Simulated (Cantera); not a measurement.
Feed: 1 mol SiCl4, 0.81 mol O3, 0.1 mol H2, equilibrated at 1400 °C and 0.580 bar.

Equilibrium computed with Cantera from the NASA thermochemical tables; the gas is ideal and each condensed phase is pure. The tables hold silica as quartz up to 1696 K and as liquid above; real silica turns to tridymite and cristobalite and melts near 1996 K. Equilibrium is a limit: real reactors are often held back by kinetics, nucleation or transport.

| species | before | after |
|---|---|---|
| Cl2 | 0.659 | 0.818 |
| O2 | 0.0842 | 0.0926 |
| HCl | 0.0786 | 0.0857 |
| Cl | 0.177 | 0.00326 |
| SiCl4 | 2.76e-5 | 1.32e-8 |
| O | 1.27e-5 | 3.32e-9 |
| ClO | 0.000789 | 3.28e-5 |
| H2O | 3.93e-5 | 0.000278 |
| SiO2(β-quartz), mol | 1.000 | 1.00 |
Gas species are given as mole fractions.

Task: What was changed between the two runs?
(A) temperature from 1400 °C to 877 °C
(B) temperature from 1400 °C to 1800 °C
(C) O3 from 0.81 to 4.5 mol
(D) temperature from 1400 °C to 1077 °C

Result: A, temperature from 1400 °C to 877 °C
